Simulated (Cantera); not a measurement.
A closed system holds: 1 mol Fe(CO)₅, 0.67 mol O₂, 0.16 mol H₂, at 1050 K.

These are equilibrium values from Cantera (NASA tables, ideal gas, pure condensed phases), not measurements of a reactor. Candidate condensed phases: C, C₆H₆, C₇H₈, C₈H₁₈, Fe, Fe(CO)₅, FeO, Fe(OH)₂, Fe(OH)₃, Fe₂O₃, Fe₃O₄, H₂O; 114 gas species. Mutual solubility and eutectic melting of coexisting phases are not modelled. The tables' stoichiometric FeO is somewhat more stable than real wüstite, so its field is too wide. FeO: taken at fixed stoichiometry. Condensed phases not in the tables: cementite and carbon dissolved in iron. Rates play no part.

x: gas mole fraction; n: condensed amount in mol.

| P (Pa) | x CO | x CO₂ | x H₂ | x H₂O | x CH₄ | x H | n Fe(α) | n FeO(s) | n C(graphite) |
|---|---|---|---|---|---|---|---|---|---|
| 10 | 0.783 | 0.186 | 0.0258 | 0.00519 | <1e-12 | [?] | 0.645 | 0.355 | 0 |
| 68 | 0.783 | 0.186 | 0.0258 | 0.00519 | 1.25e-11 | [?] | 0.645 | 0.355 | 0 |
| 460 | 0.783 | 0.186 | 0.0258 | 0.00519 | 5.70e-10 | [?] | 0.645 | 0.355 | 0 |
| 3200 | 0.783 | 0.186 | 0.0258 | 0.00519 | 2.76e-8 | [?] | 0.645 | 0.355 | 0 |
| 22000 | 0.783 | 0.186 | 0.0258 | 0.00519 | 1.30e-6 | [?] | 0.645 | 0.355 | 0 |
| 150000 | 0.773 | 0.192 | 0.0287 | 0.00604 | 7.06e-5 | [?] | 0 | 1.00 | 0.568 |
| 1000000 | 0.475 | 0.482 | 0.0231 | 0.0199 | 0.000307 | [?] | 0 | 1.00 | 1.50 |

Task: Fill in the missing entries.

Result: 
- 10, x H: 1.30e-7
- 68, x H: 5.00e-8
- 460, x H: 1.92e-8
- 3200, x H: 7.28e-9
- 22000, x H: 2.78e-9
- 150000, x H: 1.12e-9
- 1000000, x H: 3.90e-10
